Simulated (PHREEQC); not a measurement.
## Alkaline etch or developer: speciation

Make-up at 20 °C: 61 mmol/kgw KOH and 19 mmol/kgw Na2SiO3. Closed to the air; pH follows from the charge balance.

All values are PHREEQC results (ion-association model, phreeqc.dat), not measurements.

Each row changes one thing in this solution. Precipitation was switched off in this run.

```json
[
 {"case": "as made", "pH": "12.90", "ionic strength (mol/kgw)": "0.107"},
 {"case": "KOH from 0.061 to 0.0305 mol/kgw", "pH": "12.70", "ionic strength (mol/kgw)": "…"},
 {"case": "Na2SiO3 replaced by Na2HPO4 at the same molality", "pH": "…", "ionic strength (mol/kgw)": "0.152"},
 {"case": "0.12 mol/kgw Na2CO3 added", "pH": "12.84", "ionic strength (mol/kgw)": "0.359"},
 {"case": "Na2SiO3 replaced by NaAlO2 at the same molality", "pH": "12.84", "ionic strength (mol/kgw)": "0.0800"},
 {"case": "Na2SiO3 left out", "pH": "12.85", "ionic strength (mol/kgw)": "0.0610"},
 {"case": "temperature from 20 to 50 °C", "pH": "12.00", "ionic strength (mol/kgw)": "…"},
 {"case": "temperature from 20 to 25 °C", "pH": "12.73", "ionic strength (mol/kgw)": "0.107"}
]
```

### Question
Fill in the missing entries.

### Answer

- KOH from 0.061 to 0.0305 mol/kgw, ionic strength (mol/kgw): 0.0744
- Na2SiO3 replaced by Na2HPO4 at the same molality, pH: 12.67
- temperature from 20 to 50 °C, ionic strength (mol/kgw): 0.106

Some of these states are supersaturated (in Gibbsite (slow to form), for instance). Constants without temperature data keep their 25 °C values here.
